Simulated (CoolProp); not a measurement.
Vapour pressure (MPa) of ammonia: the reference equation beside estimates from Tc = 405.6 K, pc = 11.36 MPa, ω = 0.256. Clausius-Clapeyron is anchored at 232.9 K with a constant enthalpy of vaporisation of 23.67 kJ/mol.

The numbers come from the reference Helmholtz-energy equation of state, Gao 2020 in CoolProp.

```json
[
 {"T (K)": "213.2", "reference": "0.02191", "Lee-Kesler": "0.01983", "Clausius-Clapeyron": "0.02284", "van der Waals": "0.4400", "Redlich-Kwong": "0.05007", "Soave-Redlich-Kwong": "0.02028", "Peng-Robinson": "0.02150"},
 {"T (K)": "219.7", "reference": "0.03312", "Lee-Kesler": "0.03043", "Clausius-Clapeyron": "0.03391", "van der Waals": "0.5330", "Redlich-Kwong": "0.07297", "Soave-Redlich-Kwong": "0.03101", "Peng-Robinson": "0.03257"},
 {"T (K)": "226.3", "reference": "0.04900", "Lee-Kesler": "0.04564", "Clausius-Clapeyron": "0.04948", "van der Waals": "0.6408", "Redlich-Kwong": "0.1040", "Soave-Redlich-Kwong": "0.04637", "Peng-Robinson": "0.04828"},
 {"T (K)": "232.9", "reference": "0.07068", "Lee-Kesler": "0.06666", "Clausius-Clapeyron": "0.07068", "van der Waals": "0.7628", "Redlich-Kwong": "0.1446", "Soave-Redlich-Kwong": "0.06752", "Peng-Robinson": "0.06976"},
 {"T (K)": "239.5", "reference": "0.09964", "Lee-Kesler": "0.09503", "Clausius-Clapeyron": "0.09899", "van der Waals": "0.9001", "Redlich-Kwong": "0.1965", "Soave-Redlich-Kwong": "0.09598", "Peng-Robinson": "0.09849"},
 {"T (K)": "246.1", "reference": "0.1375", "Lee-Kesler": "0.1325", "Clausius-Clapeyron": "0.1362", "van der Waals": "1.053", "Redlich-Kwong": "0.2617", "Soave-Redlich-Kwong": "0.1335", "Peng-Robinson": "0.1361"},
 {"T (K)": "252.7", "reference": "0.1863", "Lee-Kesler": "0.1811", "Clausius-Clapeyron": "0.1842", "van der Waals": "1.223", "Redlich-Kwong": "0.3422", "Soave-Redlich-Kwong": "0.1820", "Peng-Robinson": "0.1846"},
 {"T (K)": "259.3", "reference": "0.2479", "Lee-Kesler": "0.2428", "Clausius-Clapeyron": "0.2454", "van der Waals": "1.411", "Redlich-Kwong": "0.4400", "Soave-Redlich-Kwong": "0.2436", "Peng-Robinson": "0.2459"},
 {"T (K)": "265.9", "reference": "0.3246", "Lee-Kesler": "0.3202", "Clausius-Clapeyron": "0.3222", "van der Waals": "1.617", "Redlich-Kwong": "0.5574", "Soave-Redlich-Kwong": "0.3207", "Peng-Robinson": "0.3224"},
 {"T (K)": "272.4", "reference": "0.4173", "Lee-Kesler": "0.4141", "Clausius-Clapeyron": "0.4160", "van der Waals": "1.839", "Redlich-Kwong": "0.6941", "Soave-Redlich-Kwong": "0.4142", "Peng-Robinson": "0.4150"}
]
```

Absolute difference from the reference over all 10 rows, mean and median: Lee-Kesler 4.5 and 4.1 %, Clausius-Clapeyron 1.2 and 1.0 %, van der Waals 883.8 and 734.6 %, Redlich-Kwong 95.2 and 93.8 %, Soave-Redlich-Kwong 3.6 and 3.3 %, Peng-Robinson 1.1 and 1.1 %.
